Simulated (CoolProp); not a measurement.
Ethylene along the isobar 56.2 bar: density (kg/m³) from the reference equation and from simpler models built on Tc = 282.4 K, pc = 50.42 bar, ω = 0.087; each cubic takes its own stable root.

Computed with CoolProp (reference Helmholtz-energy equation of state, Smukala 2000).

```
T (K)   phase  reference
-----  ------  ---------
110.9  liquid      648.7
117    liquid      641.0
123    liquid      633.5
129.1  liquid      625.8
135.1  liquid      618.2
141.2  liquid      610.4
147.2  liquid      602.6
153.3  liquid      594.6
159.4  liquid      586.5
165.4  liquid      578.5
171.5  liquid      570.2
177.5  liquid      561.9
```

Task: How far does each simpler model (van der Waals, Redlich-Kwong) lie from the reference over these 12 states: mean and median of the absolute difference, and the worst?

Result: 
- van der Waals: mean 34.3 %, median 34.2 %, worst -35.1 % at 110.9 K and 56.2 bar
- Redlich-Kwong: mean 3.4 %, median 3.3 %, worst -3.8 % at 110.9 K and 56.2 bar
